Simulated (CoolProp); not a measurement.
Vapour-liquid equilibrium of C3F8 (R218) (1) + c-C4F8 (RC318) (2) at 243.6 K; x and y are mole fractions of (1).

The numbers come from the multi-fluid Helmholtz-energy mixture model, Lemmon 2006 and Platzer 1990; pair parameters Bell 2016 in CoolProp. This equation is an older, rougher fit; its heat capacities, sound speeds and derivatives of the liquid may be far off and weren't checked against measurements.

Task: Give the bubble pressure and the first vapour's composition at x = 0.35, 0.5, 0.65. Is there an azeotrope?

Result: x = 0.35: 0.05549 MPa, y = 0.638; x = 0.5: 0.07246 MPa, y = 0.804; x = 0.65: 0.09212 MPa, y = 0.902. No azeotrope shows between x = 0.05 and 0.95.

The pair parameters rest on a limited set of measurements; away from them the model extrapolates.
